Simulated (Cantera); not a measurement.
A closed system holds: 1 mol C2H4, 1.2 mol H2O, at 44000 Pa.

Equilibrium computed with Cantera from the NASA thermochemical tables; the gas is ideal and each condensed phase is pure. Candidate condensed phases: C, C6H6, C7H8, C8H18, H2O; 110 gas species. Kinetics and transport are ignored.

Over these rows the condensed part is C(graphite). Partial pressures as log10 of bar:

```json
[
 {"T (K)": "1423", "1000/T (1/K)": "0.7027", "log p H2O": "-3.93", "log p H2": "-0.50", "log p CO": "-0.92"},
 {"T (K)": "1523", "1000/T (1/K)": "0.6566", "log p H2O": "-4.25", "log p H2": "-0.50", "log p CO": "-0.92"},
 {"T (K)": "1623", "1000/T (1/K)": "0.6161", "log p H2O": "?", "log p H2": "-0.50", "log p CO": "-0.92"},
 {"T (K)": "1723", "1000/T (1/K)": "0.5804", "log p H2O": "-4.79", "log p H2": "-0.50", "log p CO": "-0.92"},
 {"T (K)": "1823", "1000/T (1/K)": "0.5485", "log p H2O": "-5.01", "log p H2": "-0.50", "log p CO": "-0.92"},
 {"T (K)": "1923", "1000/T (1/K)": "0.5200", "log p H2O": "-5.21", "log p H2": "-0.50", "log p CO": "-0.92"}
]
```

Q: Fit log p(H2O) = a + b·(1000/T) to the five rows, give the apparent enthalpy, and predict the row at 1623 K.

A: Means: 1000/T = 0.6016, log p = -4.638. Sxy = 0.162570, Sxx = 0.0231738, so b = 7.02 and a = -4.638 − (7.02)×0.6016 = -8.86.
Apparent enthalpy: −19.145 × (7.02) = -134 kJ/mol. With the condensed phases at unit activity, H2(g) + CO(g) = H2O(g) + C(graphite) links this pressure to the main gases: over the six rows their terms move log p by +0.00 in all, so the slope is close to that reaction's ΔH°. The five rows lie within 0.01 of the line.
Prediction at 1623 K: -8.86 + (7.02)×0.6161 = -4.53. The computed value is -4.54, 0.01 from the line.
